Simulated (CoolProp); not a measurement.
Vapour-liquid equilibrium of m-xylene (1) + o-xylene (2) at 0.139 MPa; x and y are mole fractions of (1).

Values from CoolProp's multi-fluid Helmholtz-energy mixture model, Zhou 2012 and Zhou 2012; pair parameters Bell 2016.

| x | bubble temperature, mixture model (K) | bubble temperature, Raoult's law (K) | y, mixture model | y, Raoult's law |
|---|---|---|---|---|
| 0.05 | 429.6 | 429.6 | 0.056 | 0.057 |
| 0.125 | 429.2 | 429.2 | 0.139 | 0.141 |
| 0.2 | 428.8 | 428.7 | 0.221 | 0.223 |
| 0.275 | 428.4 | 428.3 | 0.302 | 0.303 |
| 0.35 | 427.9 | 427.9 | 0.381 | 0.382 |
| 0.425 | 427.5 | 427.5 | 0.458 | 0.459 |
| 0.5 | 427.0 | 427.0 | 0.534 | 0.534 |
| 0.575 | 426.6 | 426.6 | 0.607 | 0.608 |
| 0.65 | 426.2 | 426.2 | 0.680 | 0.680 |
| 0.725 | 425.8 | 425.8 | 0.750 | 0.751 |
| 0.8 | 425.4 | 425.4 | 0.820 | 0.821 |
| 0.875 | 425.0 | 425.0 | 0.888 | 0.889 |
| 0.95 | 424.6 | 424.7 | 0.955 | 0.956 |

The largest gap from Raoult's law is +0.1 K in bubble temperature, at x = 0.2. No azeotrope shows between x = 0.05 and 0.95.

Pair parameters are fitted to limited data, so mixtures are less certain than the pure fluids.
